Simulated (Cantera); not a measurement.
A perfectly stirred reactor is fed with CH₃OH : O₂ : N₂ = 1 : 1 : 4.9 (molar parts), at 101000 Pa; it is adiabatic with a 325 K inlet, and is followed from long to short residence time, starting on the burning branch (τ in s: 0.1, 0.046, 0.021, 0.0091, 0.0041, 0.0018, 0.0008, 0.00036, 0.00016, 7e-05, 3.1e-05).

Model: GRI-Mech 3.0 (53 species, 325 reactions), integrated in Cantera. GRI-Mech 3.0 was tuned for natural gas; its chemistry of methanol as a main component is partial and can be far from experiment.

Question: What does this change do: O2 1 to 0.72 parts?

Answer: 
```json
[
 {"quantity": "blow-out, bracketed by the residence times tried", "before": "burning at 0.360 ms, out at 0.160 ms", "after": "burning at 21.0 ms, out at 9.10 ms"},
 {"quantity": "x(CH₃OH) at τ = 0.100 s", "before": "2.43e-6", "after": "7.46e-5"},
 {"quantity": "x(O₂) at τ = 0.100 s", "before": "8.06e-5", "after": "0.00128"},
 {"quantity": "x(CH₂CO) at τ = 0.100 s", "before": "1.15e-8", "after": "9.29e-7"},
 {"quantity": "x(CH₄) at τ = 0.100 s", "before": "4.69e-6", "after": "0.000932"},
 {"quantity": "x(C₂H₄) at τ = 0.100 s", "before": "8.15e-10", "after": "1.20e-5"},
 {"quantity": "x(CH₃OH) at τ = 1.80 ms", "before": "4.49e-5", "after": "0.151"},
 {"quantity": "x(O₂) at τ = 1.80 ms", "before": "0.00136", "after": "0.109"},
 {"quantity": "x(CH₂CO) at τ = 1.80 ms", "before": "1.97e-7", "after": "<1e-12"},
 {"quantity": "x(CH₄) at τ = 1.80 ms", "before": "6.56e-5", "after": "<1e-12"},
 {"quantity": "x(C₂H₄) at τ = 1.80 ms", "before": "1.89e-7", "after": "<1e-12"}
]
```

Question: What does this change do: inlet temperature 325 to 625 K?

Answer: 
| quantity | before | after |
|---|---|---|
| blow-out, bracketed by the residence times tried | burning at 0.360 ms, out at 0.160 ms | burning at 0.160 ms, out at 70.0 µs |
| x(CH₃OH) at τ = 0.100 s | 2.43e-6 | 1.50e-6 |
| x(O₂) at τ = 0.100 s | 8.06e-5 | 7.91e-5 |
| x(CH₂CO) at τ = 0.100 s | 1.15e-8 | 4.52e-9 |
| x(CH₄) at τ = 0.100 s | 4.69e-6 | 1.75e-6 |
| x(C₂H₄) at τ = 0.100 s | 8.15e-10 | 1.25e-10 |
| x(CH₃OH) at τ = 1.80 ms | 4.49e-5 | 2.26e-5 |
| x(O₂) at τ = 1.80 ms | 0.00136 | 0.00116 |
| x(CH₂CO) at τ = 1.80 ms | 1.97e-7 | 5.14e-8 |
| x(CH₄) at τ = 1.80 ms | 6.56e-5 | 1.30e-5 |
| x(C₂H₄) at τ = 1.80 ms | 1.89e-7 | 1.65e-8 |

Question: What does this change do: O2 1 to 1.3 parts?

Answer: 
```
quantity                                                                        before                               after
------------------------------------------------  ------------------------------------  ----------------------------------
blow-out, bracketed by the residence times tried  burning at 0.360 ms, out at 0.160 ms  burning at 70.0 µs, out at 31.0 µs
x(CH₃OH) at τ = 0.100 s                                                        2.43e-6                             1.12e-6
x(O₂) at τ = 0.100 s                                                           8.06e-5                            0.000983
x(CH₂CO) at τ = 0.100 s                                                        1.15e-8                            7.96e-10
x(CH₄) at τ = 0.100 s                                                          4.69e-6                             2.62e-7
x(C₂H₄) at τ = 0.100 s                                                        8.15e-10                            1.17e-11
x(CH₃OH) at τ = 1.80 ms                                                        4.49e-5                             1.84e-5
x(O₂) at τ = 1.80 ms                                                           0.00136                             0.00737
x(CH₂CO) at τ = 1.80 ms                                                        1.97e-7                             1.03e-8
x(CH₄) at τ = 1.80 ms                                                          6.56e-5                             1.55e-6
x(C₂H₄) at τ = 1.80 ms                                                         1.89e-7                            8.82e-10
```
